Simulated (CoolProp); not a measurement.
Saturated liquid density (kg/m³) of acetone: the reference equation beside estimates from Tc = 235.0 °C, pc = 4.692 MPa, ω = 0.307. Rackett uses Z = 0.29056 − 0.08775 ω.

Model: reference Helmholtz-energy equation of state, Lemmon 2006, in CoolProp. It is a short technical equation, of lower accuracy than the large ones.

```json
[
 {"T (°C)": "3.95", "reference": "807.8", "Rackett": "709.5", "van der Waals": "411.9", "Redlich-Kwong": "…", "Soave-Redlich-Kwong": "629.1", "Peng-Robinson": "708.5"},
 {"T (°C)": "13.65", "reference": "797.2", "Rackett": "700.3", "van der Waals": "…", "Redlich-Kwong": "601.4", "Soave-Redlich-Kwong": "622.0", "Peng-Robinson": "700.9"},
 {"T (°C)": "23.45", "reference": "786.4", "Rackett": "690.9", "van der Waals": "402.0", "Redlich-Kwong": "592.8", "Soave-Redlich-Kwong": "614.4", "Peng-Robinson": "692.8"},
 {"T (°C)": "33.25", "reference": "775.4", "Rackett": "681.3", "van der Waals": "396.8", "Redlich-Kwong": "583.9", "Soave-Redlich-Kwong": "606.5", "Peng-Robinson": "684.4"},
 {"T (°C)": "43.05", "reference": "764.2", "Rackett": "671.6", "van der Waals": "391.5", "Redlich-Kwong": "574.7", "Soave-Redlich-Kwong": "598.2", "Peng-Robinson": "675.5"},
 {"T (°C)": "52.75", "reference": "752.9", "Rackett": "661.7", "van der Waals": "…", "Redlich-Kwong": "565.3", "Soave-Redlich-Kwong": "589.6", "Peng-Robinson": "666.2"},
 {"T (°C)": "62.55", "reference": "741.2", "Rackett": "651.4", "van der Waals": "380.4", "Redlich-Kwong": "555.3", "Soave-Redlich-Kwong": "580.5", "Peng-Robinson": "656.3"},
 {"T (°C)": "72.35", "reference": "729.3", "Rackett": "640.9", "van der Waals": "374.5", "Redlich-Kwong": "545.0", "Soave-Redlich-Kwong": "570.9", "Peng-Robinson": "645.9"},
 {"T (°C)": "82.15", "reference": "717.1", "Rackett": "630.2", "van der Waals": "368.5", "Redlich-Kwong": "534.2", "Soave-Redlich-Kwong": "560.8", "Peng-Robinson": "634.9"},
 {"T (°C)": "91.85", "reference": "704.6", "Rackett": "619.2", "van der Waals": "362.2", "Redlich-Kwong": "523.2", "Soave-Redlich-Kwong": "550.3", "Peng-Robinson": "623.3"},
 {"T (°C)": "101.65", "reference": "691.6", "Rackett": "607.8", "van der Waals": "355.7", "Redlich-Kwong": "511.5", "Soave-Redlich-Kwong": "539.1", "Peng-Robinson": "611.0"},
 {"T (°C)": "111.45", "reference": "678.2", "Rackett": "595.9", "van der Waals": "348.9", "Redlich-Kwong": "499.3", "Soave-Redlich-Kwong": "527.2", "Peng-Robinson": "597.8"},
 {"T (°C)": "121.25", "reference": "664.2", "Rackett": "583.7", "van der Waals": "341.7", "Redlich-Kwong": "486.5", "Soave-Redlich-Kwong": "514.6", "Peng-Robinson": "583.8"}
]
```

**Question.** Some entries are withheld; supply them.

**Answer.** 
- 3.95, Redlich-Kwong: 609.6
- 13.65, van der Waals: 407.0
- 52.75, van der Waals: 386.1

Absolute difference from the reference over all 13 rows, mean and median: Rackett 12.1 and 12.1 %, van der Waals 48.7 and 48.7 %, Redlich-Kwong 25.3 and 25.1 %, Soave-Redlich-Kwong 21.9 and 21.9 %, Peng-Robinson 11.7 and 11.7 %.
